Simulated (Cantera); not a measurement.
Charge: 1 mol Pb, 9.7 mol H₂, held at 1298.15 K and 690 Pa.

These are equilibrium values from Cantera (NASA tables, ideal gas, pure condensed phases), not measurements of a reactor. Candidate condensed phases: Pb; 4 gas species. The numbers say what is thermodynamically allowed, not how fast it happens.

Base state: H₂ 0.907, Pb 0.0935, H 1.23e-5 (mole fractions); condensed: gas only.

Task: What changes in the equilibrium state with this change: 0.81 mol NH₃ added?

Result: 
```tsv
species	before	after
H₂	0.907	0.886
Pb	0.0935	0.0812
N₂	0	0.0329
H	1.23e-5	1.22e-5
```
